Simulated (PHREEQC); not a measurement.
H2SO4 is added in steps, without added water, to 1 kg of water holding 1.5 mmol/kgw CuSO4 and 0.05 mmol/kgw FeCl3, at 20 °C. O2 is buffered at 0.21 atm. The system is closed to CO2. Only these solids could form: Fe(OH)3(a), Cu(OH)2, Brochantite, Antlerite, Atacamite, Chalcanthite.

Base run: PHREEQC, ion-association model, wateq4f.dat. Each further column changes one thing. The table gives FeSO4+ (mol/kgw).

```csv
H2SO4 added (mol),base,FeCl3 replaced by Fe2(SO4)3 at the same molality,CuSO4 left out,FeCl3 from 5e-05 to 1e-05 mol/kgw,no solid may form
0,9.48e-7,5.83e-6,0,1.05e-8,1.38e-6
0.0002625,1.70e-5,3.69e-5,6.03e-6,3.29e-6,1.70e-5
0.0006125,2.82e-5,5.77e-5,1.89e-5,5.65e-6,2.82e-5
0.000875,3.23e-5,6.55e-5,2.57e-5,6.48e-6,3.23e-5
0.001225,3.55e-5,7.15e-5,3.13e-5,7.11e-6,3.55e-5
0.001488,3.69e-5,7.43e-5,3.39e-5,7.40e-6,3.69e-5
0.001837,3.83e-5,7.68e-5,3.62e-5,7.67e-6,3.83e-5
0.0021,3.89e-5,7.82e-5,3.74e-5,7.80e-6,3.89e-5
```

 In at least one series the solution becomes supersaturated in solids that the run did not let form, among them Fe(OH)3(a). Solids allowed in the column 'FeCl3 replaced by Fe2(SO4)3 at the same molality': Fe(OH)3(a), Cu(OH)2, Brochantite, Antlerite, Chalcanthite. Solids allowed in the column 'CuSO4 left out': Fe(OH)3(a).
